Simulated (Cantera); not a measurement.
Input: 1 mol C2H2, 1.3 mol O2, at 798.15 K and 1 atm.

Equilibrium computed with Cantera from the NASA thermochemical tables; the gas is ideal and each condensed phase is pure. Candidate condensed phases: C, C6H6, C7H8, C8H18, H2O; 110 gas species. Kinetics and transport are ignored.

Base state: CO2 0.475, H2O 0.264, H2 0.159, CO 0.0669, CH4 0.0353 (mole fractions); condensed: C(graphite).

What changes in the equilibrium state with this change: O2 from 1.3 to 0.019 mol?


```json
[
 {"species": "H2", "before": "0.159", "after": "0.539"},
 {"species": "CH4", "before": "0.0353", "after": "0.409"},
 {"species": "H2O", "before": "0.264", "after": "0.0472"},
 {"species": "CO2", "before": "0.475", "after": "0.00132"},
 {"species": "CO", "before": "0.0669", "after": "0.00352"},
 {"species": "C(graphite), mol", "before": "0.828", "after": "1.71"}
]
```
